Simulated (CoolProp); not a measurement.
R134a at 310.09 K and 1.42 MPa is throttled through a valve to 0.476 MPa with no heat exchange. Each further row changes one setting.

The numbers come from the reference Helmholtz-energy equation of state, Tillner-Roth 1994 in CoolProp.

| case | temperature change (K) | final phase | final density (kg/m³) |
|---|---|---|---|
| as stated | -22.7 | two-phase, vapour fraction 0.173 | 123 |
| outlet pressure 0.143 MPa | -55.2 | two-phase, vapour fraction 0.359 | 20.1 |
| outlet pressure 0.619 MPa | -14.3 | two-phase, vapour fraction 0.115 | 220 |
